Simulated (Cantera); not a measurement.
Charge: 1 mol Si, 5.7 mol Cl2, 26 mol N2, held at 100000 Pa.

Equilibrium computed with Cantera from the NASA thermochemical tables; the gas is ideal and each condensed phase is pure. Candidate condensed phases: Si, Si3N4; 13 gas species. The numbers say what is thermodynamically allowed, not how fast it happens. All values below are at 648 K.

Base state: N2 0.847, Cl2 0.121, SiCl4 0.0326 (mole fractions); condensed: gas only.

Question: What changes in the equilibrium state with this change: Cl2 from 5.7 to 0.92 mol?

Answer: 
```json
[
 {"species": "N2", "before": "0.847", "after": "0.982"},
 {"species": "SiCl4", "before": "0.0326", "after": "0.0176"},
 {"species": "Cl2", "before": "0.121", "after": "<1e-9"},
 {"species": "Si3N4(s), mol", "before": "0", "after": "0.180"}
]
```
N2 is the only nitrogen source here; it is nearly inert below about 1500 K, so the nitride shown seldom forms there in practice.
